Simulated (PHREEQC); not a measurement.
Dissolve 0.0095 mol/kgw Cu(NO3)2, 1.4e-05 mol/kgw HNO3 and 0.00043 mol/kgw NaCl at 50 °C. Closed to the air; pH follows from the charge balance.

Model: ion-association model, phreeqc.dat, run in PHREEQC.

The ionic strength comes out as 0.0289 mol/kgw. What activity coefficients do NO3-, CuCl+, Cu+2, Cu2(OH)2+2, Cl- get?

NO3- 0.84, CuCl+ 0.84, Cu+2 0.54, Cu2(OH)2+2 0.51, Cl- 0.84.

No solid was allowed to form. At this temperature some constants are extrapolated from 25 °C, and those without enthalpy data are left unchanged.
